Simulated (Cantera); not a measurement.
Input (Python, Cantera):

```python
import numpy as np
import cantera as ct

gas = ct.Solution("gri30.yaml")
gas.TPX = 900, 1000, {'H2': 0.16, 'O2': 1}
reactor = ct.IdealGasConstPressureReactor(gas, energy="off", clone=False)
net = ct.ReactorNet([reactor])
net.rtol, net.atol = 1e-08, 1e-18
show = ['H2', 'O2', 'OH', 'O', 'H2O2', 'H', 'HO2']
times = np.geomspace(0.0001, 200, 15)

steps = ct.SolutionArray(gas, extra=["t"])
rows = []
print(f"{'t/s':>10s}{'T/K':>9s}{'P/Pa':>11s}" + "".join(f"{s:>11s}" for s in show))
for t in times:
    while net.time < t:
        t_next = net.step()
        steps.append(gas.state, t=t_next)
    rows.append([np.interp(t, steps.t, y) for y in (steps.T, steps.P, *steps(*show).X.T)])
    print(f"{t:10.3e}{rows[-1][0]:9.1f}{rows[-1][1]:11.4g}" + "".join(f"{x:11.3e}" for x in rows[-1][2:]))
rate = np.gradient(steps.T, steps.t)
print("integrator steps:", len(steps.t))
if steps.T.max() > steps.T[0] + 200:
    print(f"time of steepest temperature rise: {steps.t[rate.argmax()]:.4e} s")
gas.TPX = 900, 1000, {'H2': 0.16, 'O2': 1}
gas.equilibrate("TP")
print(f"equilibrium (TP): T = {gas.T:.1f} K  " + "  ".join(f"{s} {gas[s].X[0]:.3e}" for s in show))
```

It prints:

```
       t/s      T/K       P/Pa         H2         O2         OH          O       H2O2          H        HO2
 1.000e-04    900.0       1000  1.379e-01  8.621e-01  2.980e-13  4.262e-13  5.685e-17  3.873e-12  4.141e-12
 2.819e-04    900.0       1000  1.379e-01  8.621e-01  1.452e-12  3.003e-12  4.529e-16  1.126e-11  1.175e-11
 7.946e-04    900.0       1000  1.379e-01  8.621e-01  8.190e-12  2.324e-11  3.652e-15  4.820e-11  3.397e-11
 2.240e-03    900.0       1000  1.379e-01  8.621e-01  1.736e-10  5.408e-10  3.281e-14  9.368e-10  1.279e-10
 6.314e-03    900.0       1000  1.379e-01  8.621e-01  4.753e-07  1.487e-06  1.480e-11  2.553e-06  1.008e-07
 1.780e-02    900.0       1000  8.979e-03  8.271e-01  2.733e-03  1.404e-02  2.576e-07  2.859e-02  1.327e-05
 5.017e-02    900.0       1000  7.237e-04  8.505e-01  4.250e-04  1.169e-03  2.322e-07  3.549e-04  8.615e-06
 1.414e-01    900.0       1000  1.037e-04  8.517e-01  1.050e-04  1.147e-04  1.327e-07  8.737e-06  2.640e-06
 3.986e-01    900.0       1000  1.688e-05  8.518e-01  4.000e-05  1.653e-05  6.481e-08  4.831e-07  6.558e-07
 1.124e+00    900.0       1000  2.235e-06  8.518e-01  1.709e-05  2.832e-06  2.831e-08  3.475e-08  1.401e-07
 3.168e+00    900.0       1000  2.257e-07  8.518e-01  7.785e-06  5.738e-07  1.200e-08  3.119e-09  3.057e-08
 8.929e+00    900.0       1000  2.422e-08  8.518e-01  3.867e-06  1.420e-07  5.210e-09  3.772e-10  7.866e-09
 2.517e+01    900.0       1000  4.911e-09  8.519e-01  2.073e-06  4.110e-08  2.344e-09  5.833e-11  2.373e-09
 7.095e+01    900.0       1000  1.388e-09  8.519e-01  1.160e-06  1.293e-08  1.047e-09  1.026e-11  7.853e-10
 2.000e+02    900.0       1000  4.309e-10  8.519e-01  6.624e-07  4.229e-09  4.492e-10  1.916e-12  2.819e-10
integrator steps: 1885
equilibrium (TP): T = 900.0 K  H2 5.168e-12  O2 8.519e-01  OH 7.189e-08  O 5.002e-11  H2O2 9.307e-12  H 2.675e-15  HO2 1.733e-10
```

Model: GRI-Mech 3.0 (53 species, 325 reactions), integrated in Cantera. Radical loss at walls, strong at low pressure, is not modelled. Below about 950 K walls govern HO2 and H2O2 in real vessels. The temperature is held fixed by assumption; the heat of reaction is taken as removed at once.
